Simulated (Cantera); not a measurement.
A Cantera script and its output.

```python
import numpy as np
import cantera as ct

gas = ct.Solution("gri30.yaml")
gas.TPX = 1200, 4900, {'N2O': 1, 'H2': 0.042, 'N2': 0.7}
reactor = ct.IdealGasConstPressureReactor(gas, energy="off", clone=False)
net = ct.ReactorNet([reactor])
net.rtol, net.atol = 1e-08, 1e-18
show = ['N2O', 'H2', 'H', 'H2O2', 'NO', 'O2', 'HO2']
times = np.geomspace(0.0005, 1, 15)

steps = ct.SolutionArray(gas, extra=["t"])
rows = []
print(f"{'t/s':>10s}{'T/K':>9s}{'P/Pa':>11s}" + "".join(f"{s:>11s}" for s in show))
for t in times:
    while net.time < t:
        t_next = net.step()
        steps.append(gas.state, t=t_next)
    rows.append([np.interp(t, steps.t, y) for y in (steps.T, steps.P, *steps(*show).X.T)])
    print(f"{t:10.3e}{rows[-1][0]:9.1f}{rows[-1][1]:11.4g}" + "".join(f"{x:11.3e}" for x in rows[-1][2:]))
rate = np.gradient(steps.T, steps.t)
print("integrator steps:", len(steps.t))
if steps.T.max() > steps.T[0] + 200:
    print(f"time of steepest temperature rise: {steps.t[rate.argmax()]:.4e} s")
gas.TPX = 1200, 4900, {'N2O': 1, 'H2': 0.042, 'N2': 0.7}
gas.equilibrate("TP")
print(f"equilibrium (TP): T = {gas.T:.1f} K  " + "  ".join(f"{s} {gas[s].X[0]:.3e}" for s in show))
```

It prints:

```
       t/s      T/K       P/Pa        N2O         H2          H       H2O2         NO         O2        HO2
 5.000e-04   1200.0       4900  5.740e-01  2.409e-02  1.621e-06  4.539e-11  6.327e-07  1.347e-06  4.234e-08
 8.605e-04   1200.0       4900  5.740e-01  2.406e-02  2.845e-06  2.614e-10  1.618e-06  2.525e-06  1.350e-07
 1.481e-03   1200.0       4900  5.739e-01  2.396e-02  4.674e-06  1.330e-09  4.141e-06  4.578e-06  3.784e-07
 2.549e-03   1200.0       4900  5.736e-01  2.370e-02  7.322e-06  5.775e-09  1.043e-05  8.247e-06  8.839e-07
 4.387e-03   1200.0       4900  5.729e-01  2.300e-02  1.111e-05  1.881e-08  2.502e-05  1.531e-05  1.536e-06
 7.549e-03   1200.0       4900  5.711e-01  2.127e-02  1.556e-05  3.629e-08  5.469e-05  3.072e-05  1.880e-06
 1.299e-02   1200.0       4900  5.673e-01  1.767e-02  1.661e-05  4.162e-08  1.038e-04  6.418e-05  2.060e-06
 2.236e-02   1200.0       4900  5.617e-01  1.227e-02  1.235e-05  4.140e-08  1.660e-04  1.291e-04  2.356e-06
 3.848e-02   1200.0       4900  5.557e-01  6.630e-03  6.192e-06  4.166e-08  2.310e-04  2.502e-04  2.703e-06
 6.623e-02   1200.0       4900  5.511e-01  2.714e-03  2.000e-06  3.646e-08  2.961e-04  4.722e-04  2.685e-06
 1.140e-01   1200.0       4900  5.481e-01  8.599e-04  4.631e-07  2.373e-08  3.758e-04  8.640e-04  2.177e-06
 1.962e-01   1200.0       4900  5.455e-01  1.938e-04  8.352e-08  1.435e-08  4.964e-04  1.541e-03  1.680e-06
 3.376e-01   1200.0       4900  5.419e-01  2.165e-05  1.159e-08  1.022e-08  6.975e-04  2.707e-03  1.401e-06
 5.810e-01   1200.0       4900  5.362e-01  6.196e-07  3.497e-09  7.538e-09  1.056e-03  4.702e-03  1.172e-06
 1.000e+00   1200.0       4900  5.267e-01  5.334e-08  3.041e-09  5.005e-09  1.698e-03  8.089e-03  8.974e-07
integrator steps: 1093
equilibrium (TP): T = 1200.0 K  N2O 3.001e-09  H2 2.353e-09  H 4.353e-11  H2O2 4.656e-11  NO 1.963e-04  O2 2.156e-01  HO2 2.798e-09
```

Model: GRI-Mech 3.0 (53 species, 325 reactions), integrated in Cantera. GRI-Mech 3.0 was tuned for natural gas; its chemistry of N2O as a main component is partial and can be far from experiment. Radical loss at walls, strong at low pressure, is not modelled. The mechanism lacks the step 2 NO + O2 → 2 NO2, which can matter for NO2 below about 1400 K. The temperature is held fixed by assumption; the heat of reaction is taken as removed at once.
